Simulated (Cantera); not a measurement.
Charge: 1 mol Si, 1.7 mol HCl, 4.1 mol H₂, equilibrated at 13300 Pa.

Cantera equilibrium calculation (NASA polynomials, part measured and part estimated; ideal gas, pure solids and liquids). Candidate condensed phases: Si; 19 gas species. Equilibrium is a limit: real reactors are often held back by kinetics, nucleation or transport.

Over these rows the condensed part is Si(s). Partial pressures as log10 of bar:

```csv
T (K),1000/T (1/K),log p SiCl₂,log p H₂,log p SiCl₄,log p HCl,log p SiHCl₃
973,1.0277,-4.39,-0.92,-2.11,-2.76,-2.52
1048,0.9542,-3.80,-0.92,-2.14,-2.49,-2.55
1123,0.8905,-3.30,-0.93,-2.18,-2.28,-2.60
1198,0.8347,-2.88,-0.94,-2.27,-2.10,-2.68
1273,0.7855,?,-0.95,-2.41,-1.96,-2.80
1348,0.7418,-2.32,-0.96,-2.64,-1.86,-2.98
```

Task: Fit log p(SiCl₂) = a + b·(1000/T) to the five rows, give the apparent enthalpy, and predict the row at 1273 K.

Result: Means: 1000/T = 0.8898, log p = -3.338. Sxy = -0.350697, Sxx = 0.0481043, so b = -7.29 and a = -3.338 − (-7.29)×0.8898 = 3.15.
Apparent enthalpy: −19.145 × (-7.29) = 140 kJ/mol. With the condensed phases at unit activity, 1/2 Si(s) + 1/2 SiCl₄(g) = SiCl₂(g) links this pressure to the main gases: over the six rows their terms move log p by -0.27 in all, so the slope isn't that reaction's ΔH° alone. The five rows lie within 0.06 of the line.
Prediction at 1273 K: 3.15 + (-7.29)×0.7855 = -2.58. The computed value is -2.56, 0.02 from the line.
